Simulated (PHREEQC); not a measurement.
A solution holds 0.012 mol/kgw HCl and 0.035 mol/kgw LiCl, at 20 °C. It is in equilibrium with CO2 at log p = 0 (atm). Otherwise closed; pH follows from the charge balance.

The numbers come from PHREEQC with the ion-association model, phreeqc.dat.

Each row changes one thing in this solution. Precipitation was switched off in this run.

```
case                                          pH  ionic strength (mol/kgw)  (CO2)2 (mol/kgw)  HCO3- (mol/kgw)
------------------------------------------  ----  ------------------------  ----------------  ---------------
as made                                     1.99                    0.0470           2.32e-5          1.88e-6
temperature from 20 to 55 °C                1.99                    0.0470               [?]          1.09e-6
temperature from 20 to 10 °C                1.99                    0.0470           3.02e-5          2.13e-6
HCl left out                                3.89                    0.0352           2.33e-5         0.000148
LiCl replaced by LiBr at the same molality  1.99                    0.0470           2.32e-5          1.88e-6
temperature from 20 to 80 °C                2.00                    0.0470           1.09e-5          7.00e-7
diluted 100-fold with water                 3.70                  0.000554           2.35e-5          8.36e-5
0.0015 mol/kgw KOH added                    2.05                    0.0470           2.32e-5              [?]
```

Question: What belongs in the gaps?

Answer: 
- temperature from 20 to 55 °C, (CO2)2 (mol/kgw): 1.32e-5
- 0.0015 mol/kgw KOH added, HCO3- (mol/kgw): 2.15e-6

Complexes and solids missing from the database can't appear. Constants without temperature data keep their 25 °C values here.
